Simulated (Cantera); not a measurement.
A closed system holds: 1 mol TEOS, 3 mol N₂O, equilibrated at 7.50 Torr.

Points: T (K) = 1573, 1648, 1723, 1798, 1873, 1948, 2023, 2098, 2173.

Cantera's Mixture.equilibrate('TP', solver="vcs", rtol=1e-11, max_steps=5000) on the NASA tables stopped like this:

```
ERROR: FAILURE its = 5001!

*******************************************************************************
CanteraError thrown by MultiPhase::equilibrate:
VCS solver failed. Return code: -1
*******************************************************************************
```

Task: What got this run through?

Result: This is not unique; one that fits is The failure is numerical, not chemical. The same input converged with solver="gibbs", rtol=1e-10, max_steps=50000, and the result passed a check of the equilibrium conditions:
```
log10 of partial pressures in bar; condensed amounts in mol
       T/K        H2        CO        N2         H       HCN       SiO     C(gr)    SiC(b)
      1573    -2.301    -2.457    -2.825    -5.542    -5.326    -5.038   0.02651    0.9817
      1648    -2.302    -2.458    -2.825    -5.201    -5.127    -4.921   0.03176     0.976
      1723    -2.302    -2.458    -2.826    -4.890    -4.946    -4.814   0.03625    0.9693
      1798    -2.303    -2.459    -2.827    -4.605    -4.781    -4.717   0.03922    0.9614
      1873    -2.305    -2.460    -2.828    -4.343    -4.630    -4.628   0.03988    0.9521
      1948    -2.308    -2.461    -2.831    -4.101    -4.492    -4.546   0.03777    0.9404
      2023    -2.312    -2.463    -2.834    -3.878    -4.365    -4.471   0.03367    0.9239
      2098    -2.319    -2.466    -2.838    -3.671    -4.250    -4.403   0.03172    0.8954
      2173    -2.329    -2.470    -2.844    -3.481    -4.146    -4.342   0.04404    0.8364
```

The gas is ideal and each condensed phase is pure. The feed counts by its element totals alone. The tables' values for SiN are old estimates; treat these amounts as uncertain. Gases not in the tables: Si2H6 and higher silanes.
